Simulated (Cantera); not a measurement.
An adiabatic, constant-volume homogeneous reactor starts with CH₄ : O₂ : N₂ = 1 : 3.77 : 14.2 (molar parts), at 1125 K and 5.00 bar. Integrator tolerance rtol = 1e-08.

Detailed kinetics in Cantera: GRI-Mech 3.0 (53 species, 325 reactions).

Problem. What does this change do: initial temperature 1125 to 1175 K?

Solution. 
```csv
quantity,before,after
time of steepest temperature rise,19.7 ms,9.90 ms
temperature at 1.00 s,2442 K,2475 K
equilibrium temperature,2442 K,2475 K
x(CH₄) at 1.00 s,<1e-12 (gas-phase equilibrium <1e-12),<1e-12 (gas-phase equilibrium <1e-12)
x(O₂) at 1.00 s,0.0857 (gas-phase equilibrium 0.0857),0.0853 (gas-phase equilibrium 0.0853)
x(C₂H₂) at 1.00 s,<1e-12 (gas-phase equilibrium <1e-12),<1e-12 (gas-phase equilibrium <1e-12)
x(CO) at 1.00 s,0.00143 (gas-phase equilibrium 0.00143),0.00174 (gas-phase equilibrium 0.00174)
x(NO) at 1.00 s,0.0129 (gas-phase equilibrium 0.0129),0.0136 (gas-phase equilibrium 0.0136)
```
